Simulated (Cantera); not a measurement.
A closed system holds: 1 mol C2H4, 0.6 mol CO2, 1.2 mol N2, held at 1.00 bar.

These are equilibrium values from Cantera (NASA tables, ideal gas, pure condensed phases), not measurements of a reactor. Candidate condensed phases: C, C6H6, C7H8, C8H18, H2O; 169 gas species. Ions and electrons are included (thermal ionisation). Rates play no part.

At 3000 K, list the 7 most abundant gas species with their mole fractions, and the condensed phases.

H2 0.333, CO 0.260, N2 0.226, H 0.0911, HCN 0.0549, C2H2 (acetylene) 0.0207, HNC 0.0104. Condensed: C(graphite).
